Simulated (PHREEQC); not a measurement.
A solution holds 14 mmol/kgw CaCl2, 1.9 mmol/kgw CO2 and 0.29 mmol/kgw NaCl, at 20 °C. Closed to the air; pH follows from the charge balance.

The numbers come from PHREEQC with the ion-association model, wateq4f.dat.

```tsv
quantity	before	after
pH	4.53	4.40
ionic strength (mol/kgw)	0.0423	0.0413
SI of Halite (NaCl)	-6.82	-6.83
```

Task: Which change was made?
(A) CaCl2 replaced by NiCl2 at the same molality
(B) 0.002 mol/kgw Na3PO4 added
(C) CaCl2 from 0.014 to 0.0154 mol/kgw
(D) CaCl2 from 0.014 to 0.0126 mol/kgw
(E) CaCl2 from 0.014 to 0.0028 mol/kgw

Result: A, CaCl2 replaced by NiCl2 at the same molality

This is a speciation only: nothing precipitates in the calculation.
